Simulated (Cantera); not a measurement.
## Silicon carbide growth: SiH₄ + C₂H₄ + H₂

Input: 1 mol SiH₄, 0.03 mol C₂H₄, 4.5 mol H₂, at 0.230 bar.

Method: chemical equilibrium by Gibbs-energy minimisation in Cantera with the NASA 1993 tables (ideal gas, pure condensed phases). Candidate condensed phases: C, C₆H₆, C₇H₈, C₈H₁₈, Si, SiC; 87 gas species. Mutual solubility and eutectic melting of coexisting phases are not modelled. Gases not in the tables: Si₂H₆ and higher silanes. The numbers say what is thermodynamically allowed, not how fast it happens.

```tsv
T (°C)	x H₂	x H	x Si	x Si₂C	x SiH	x SiH₂	x C₂H₂ (acetylene)	x Si₂	n Si(s)	n SiC(s)	n Si(l)
727	1.000	4.73e-9	<1e-12	<1e-12	<1e-12	9.37e-11	<1e-12	<1e-12	0.940	0.0599	0
877	1.000	1.56e-7	<1e-12	<1e-12	8.65e-12	4.15e-9	<1e-12	<1e-12	0.940	0.0600	0
1027	1.000	2.31e-6	1.88e-10	<1e-12	7.49e-10	7.65e-8	5.05e-12	<1e-12	0.940	0.0600	0
1177	1.000	1.97e-5	1.34e-8	1.36e-11	2.55e-8	7.69e-7	1.73e-10	1.18e-11	0.940	0.0600	0
1327	1.000	0.000113	4.24e-7	1.35e-9	4.43e-7	5.01e-6	3.04e-9	1.06e-9	0.940	0.0600	0
1477	0.999	0.000485	6.53e-6	5.27e-8	4.14e-6	2.08e-5	4.16e-8	3.38e-8	0	0.0600	0.940
1627	0.998	0.00165	5.48e-5	9.61e-7	2.28e-5	5.82e-5	5.26e-7	4.41e-7	0	0.0600	0.939
1777	0.995	0.00472	0.000336	1.13e-5	9.72e-5	0.000139	4.55e-6	3.92e-6	0	0.0598	0.936
1927	0.986	0.0117	0.00160	9.41e-5	0.000338	0.000294	2.91e-5	2.57e-5	0	0.0589	0.925
2077	0.966	0.0256	0.00625	0.000591	0.000991	0.000555	0.000144	0.000132	0	0.0537	0.884
2227	0.921	0.0503	0.0206	0.00295	0.00251	0.000942	0.000572	0.000551	0	0.0273	0.754
```
x: gas mole fraction; n: condensed amount in mol.

From 727 °C to 1327 °C the condensed part is Si(s) + SiC(s). From 1477 °C to 2227 °C the condensed part is Si(l) + SiC(s). The main Si-bearing gas is SiH₄ at 727 °C and Si at 2227 °C.
